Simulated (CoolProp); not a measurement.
Methanol at 513.63 K and 11.2 MPa flows at 0.14 m/s in a round tube of 10 mm bore and 1.5 µm roughness, fully developed (64/Re and Nu = 3.66 if laminar; Colebrook and Gnielinski if turbulent). Each further row changes one setting.

Model: reference Helmholtz-energy equation of state, de Reuck 1993, in CoolProp.

```json
[
 {"case": "as stated", "Reynolds number": "10800", "Darcy friction factor": "0.0305", "pressure drop (Pa/m)": "14.0", "heat-transfer coefficient (W/(m² K))": "___", "mass flow (kg/h)": "___"},
 {"case": "velocity 0.28 m/s", "Reynolds number": "21700", "Darcy friction factor": "___", "pressure drop (Pa/m)": "47.2", "heat-transfer coefficient (W/(m² K))": "___", "mass flow (kg/h)": "___"},
 {"case": "diameter 20 mm", "Reynolds number": "21700", "Darcy friction factor": "___", "pressure drop (Pa/m)": "5.86", "heat-transfer coefficient (W/(m² K))": "___", "mass flow (kg/h)": "___"}
]
```

Task: Fill in the missing entries.

Result: 
- as stated, heat-transfer coefficient (W/(m² K)): 937
- as stated, mass flow (kg/h): 18.5
- velocity 0.28 m/s, Darcy friction factor: 0.0257
- velocity 0.28 m/s, heat-transfer coefficient (W/(m² K)): 1720
- velocity 0.28 m/s, mass flow (kg/h): 37.1
- diameter 20 mm, Darcy friction factor: 0.0256
- diameter 20 mm, heat-transfer coefficient (W/(m² K)): 855
- diameter 20 mm, mass flow (kg/h): 74.1

Viscosity comes from a separate model (Xiang 2006). Thermal conductivity comes from a separate model (Sykioti 2013).
